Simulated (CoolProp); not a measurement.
o-xylene at several states: density (kg/m³) from the reference equation and from simpler models built on Tc = 630.3 K, pc = 3.737 MPa, ω = 0.312; each cubic takes its own stable root.

Model: reference Helmholtz-energy equation of state, Zhou 2012, in CoolProp.

| T (K) | p (MPa) | phase | reference |
|---|---|---|---|
| 484.8 | 13.1 | liquid | 727.9 |
| 374.7 | 2.99 | liquid | 812.8 |
| 285.1 | 14 | liquid | 895.7 |
| 511.9 | 8.76 | liquid | 691.5 |
| 529.8 | 0.0528 | gas | 1.285 |

**Question.** How far does each simpler model (van der Waals, Redlich-Kwong, Soave-Redlich-Kwong, Peng-Robinson) lie from the reference over these 5 states: mean and median of the absolute difference, and the worst?

**Answer.** 
- van der Waals: mean 31.6 %, median 37.7 %, worst -41.4 % at 374.7 K and 2.99 MPa
- Redlich-Kwong: mean 11.2 %, median 14.0 %, worst -14.5 % at 511.9 K and 8.76 MPa
- Soave-Redlich-Kwong: mean 9.1 %, median 11.3 %, worst -12.5 % at 285.1 K and 14 MPa
- Peng-Robinson: mean 0.6 %, median 0.1 %, worst -2.0 % at 285.1 K and 14 MPa
